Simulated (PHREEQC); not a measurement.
1 kg of water meets 20 L of dry gas (O2 1 by moles) at fixed total pressure, at 100 atm; fugacities by Peng-Robinson. The gases take part in no redox reaction, some water evaporates into the gas, and hydrates or a liquid gas phase aren't modelled. Nothing may precipitate in this run.

The numbers come from PHREEQC with the ion-association model, phreeqc.dat.

Predict dissolved O2 (mol/kgw) at T (°C) = 10, 20, 80.


```csv
T (°C),dissolved O2 (mol/kgw)
10,0.137
20,0.113
80,0.0673
```

At this temperature some constants are extrapolated from 25 °C, and those without enthalpy data are left unchanged.
